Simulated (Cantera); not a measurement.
Feed: 1 mol MgCO₃, 0.14 mol H₂, held at 0.750 bar.

These are equilibrium values from Cantera (NASA tables, ideal gas, pure condensed phases), not measurements of a reactor. Candidate condensed phases: C, C₆H₆, C₇H₈, C₈H₁₈, H₂O, Mg, MgCO₃, MgO, Mg(OH)₂; 116 gas species. The numbers say what is thermodynamically allowed, not how fast it happens.

x: gas mole fraction; n: condensed amount in mol.

```tsv
T (K)	x CO₂	x CO	x H₂O	x H₂	x O₂	x OH	n MgO(s)
2000	0.758	0.119	0.118	0.00406	?	0.000349	1.000
2025	0.758	0.119	0.118	0.00399	?	0.000436	1.000
2050	0.757	0.119	0.118	0.00392	?	0.000542	1.000
2075	0.757	0.120	0.118	0.00386	?	0.000669	1.000
2100	0.756	0.120	0.118	0.00380	?	0.000822	1.000
2125	0.755	0.121	0.118	0.00375	?	0.00100	1.000
2150	0.754	0.121	0.118	0.00371	?	0.00122	1.000
2175	0.753	0.122	0.118	0.00368	?	0.00147	1.000
2200	0.751	0.123	0.118	0.00365	?	0.00177	1.000
```

**Question.** Some entries are withheld; supply them.

**Answer.** 
- 2000, x O₂: 9.46e-5
- 2025, x O₂: 0.000142
- 2050, x O₂: 0.000212
- 2075, x O₂: 0.000312
- 2100, x O₂: 0.000453
- 2125, x O₂: 0.000652
- 2150, x O₂: 0.000926
- 2175, x O₂: 0.00130
- 2200, x O₂: 0.00180
